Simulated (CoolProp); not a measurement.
The numbers come from the reference Helmholtz-energy equation of state, Span 2000 in CoolProp.

Question: For nitrogen, give the phase and the speed of sound (m/s), Joule-Thomson coefficient (K/MPa), Prandtl number at -101.45 °C and 0.182 MPa; 34.95 °C and 0.182 MPa; 69.05 °C and 0.182 MPa.

Answer: 
- -101.45 °C and 0.182 MPa: gas; speed of sound 266, Joule-Thomson coefficient 6.12, Prandtl number 0.749
- 34.95 °C and 0.182 MPa: gas; speed of sound 358, Joule-Thomson coefficient 1.99, Prandtl number 0.717
- 69.05 °C and 0.182 MPa: gas; speed of sound 377, Joule-Thomson coefficient 1.55, Prandtl number 0.713

Viscosity comes from a separate model (Lemmon 2004). Thermal conductivity comes from a separate model (Lemmon 2004).
